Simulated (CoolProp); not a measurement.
R113 along the isobar 45.2 bar: fugacity coefficient from the reference equation and from simpler models built on Tc = 214.1 °C, pc = 33.92 bar, ω = 0.253; each cubic takes its own stable root.

Computed with CoolProp (reference Helmholtz-energy equation of state, Marx 1992).

| T (°C) | phase | reference | Soave-Redlich-Kwong | Peng-Robinson |
|---|---|---|---|---|
| 39.75 | liquid | 0.02045 | ? | 0.02035 |
| 53.15 | liquid | 0.03143 | 0.03190 | 0.03113 |
| 66.45 | liquid | 0.04610 | 0.04690 | 0.04553 |
| 79.85 | liquid | 0.06530 | ? | 0.06439 |
| 93.25 | liquid | 0.08944 | 0.09141 | 0.08811 |
| 106.55 | liquid | 0.1186 | 0.1215 | 0.1168 |
| 119.95 | liquid | 0.1536 | ? | ? |
| 133.35 | liquid | 0.1941 | 0.1993 | 0.1911 |
| 146.65 | liquid | 0.2396 | 0.2462 | 0.2359 |
| 160.05 | liquid | 0.2905 | 0.2985 | 0.2859 |
| 173.35 | liquid | 0.3454 | 0.3546 | 0.3396 |
| 186.75 | liquid | 0.4043 | 0.4142 | ? |
| 200.15 | liquid | 0.4656 | 0.4754 | 0.4556 |
| 213.45 | liquid | 0.5271 | 0.5357 | ? |
| 226.85 | supercritical | ? | 0.5926 | 0.5684 |

Problem. Fill in the missing entries.

Solution. 
- 39.75, Soave-Redlich-Kwong: 0.02073
- 79.85, Soave-Redlich-Kwong: 0.06659
- 119.95, Soave-Redlich-Kwong: 0.1576
- 119.95, Peng-Robinson: 0.1512
- 186.75, Peng-Robinson: 0.3967
- 213.45, Peng-Robinson: 0.5136
- 226.85, reference: 0.5868
